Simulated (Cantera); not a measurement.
## Equilibrium for abatement and gas-phase synthesis: SF6 + H2 + O2

A closed system holds: 1 mol SF6, 0.079 mol H2, 0.18 mol O2, equilibrated at 0.0825 Torr.

These are equilibrium values from Cantera (NASA tables, ideal gas, pure condensed phases), not measurements of a reactor. Candidate condensed phases: H2O, H2SO4, S; 43 gas species. Equilibrium is a limit: real reactors are often held back by kinetics, nucleation or transport.

From 2175 K to 2475 K nothing is condensed.

```json
[
 {"T (K)": "2175", "x F": "0.840", "x S": "0.0804", "x SO": "0.0387", "x O": "0.00192", "x HF": "0.0228", "x S2": "0.00852", "x SO2": "0.00556"},
 {"T (K)": "2225", "x F": "0.836", "x S": "0.0870", "x SO": "0.0382", "x O": "0.00340", "x HF": "0.0227", "x S2": "0.00581", "x SO2": "0.00487"},
 {"T (K)": "2275", "x F": "0.833", "x S": "0.0927", "x SO": "0.0369", "x O": "0.00580", "x HF": "0.0225", "x S2": "0.00392", "x SO2": "0.00414"},
 {"T (K)": "2325", "x F": "0.829", "x S": "0.0980", "x SO": "0.0345", "x O": "0.00940", "x HF": "0.0224", "x S2": "0.00267", "x SO2": "0.00332"},
 {"T (K)": "2375", "x F": "0.824", "x S": "0.103", "x SO": "0.0309", "x O": "0.0143", "x HF": "0.0222", "x S2": "0.00185", "x SO2": "0.00246"},
 {"T (K)": "2425", "x F": "0.819", "x S": "0.109", "x SO": "0.0262", "x O": "0.0200", "x HF": "0.0220", "x S2": "0.00131", "x SO2": "0.00164"},
 {"T (K)": "2475", "x F": "0.813", "x S": "0.115", "x SO": "0.0211", "x O": "0.0261", "x HF": "0.0218", "x S2": "0.000936", "x SO2": "0.000985"}
]
```
x: gas mole fraction; nothing condenses.
